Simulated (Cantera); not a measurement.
An isothermal, constant-pressure homogeneous reactor starts with C2H6 : N2 = 1 : 5.6 (molar parts), at 1575 K and 0.000720 atm.

Computed with Cantera and GRI-Mech 3.0 (53 species, 325 reactions). GRI-Mech 3.0 stops at C3 and has no aromatics, soot or wall deposition, so with more carbon than oxygen in the feed, carbon stays in small species such as C2H2 where larger ones or solid carbon would form. Radical loss at walls, strong at low pressure, is not modelled.

One state of this run: x C2H6 = 0.00221; x H2 = 0.109; x C2H = 1.70e-6; x HCN = 1.82e-6; x CH4 = 0.0512. x: mole fraction; the columns are a selection and need not sum to one.

Question: Which value of t (s) does it belong to?
(A) 0.339
(B) 1.00
(C) 0.0389
(D) 0.0132

Answer: C, 0.0389
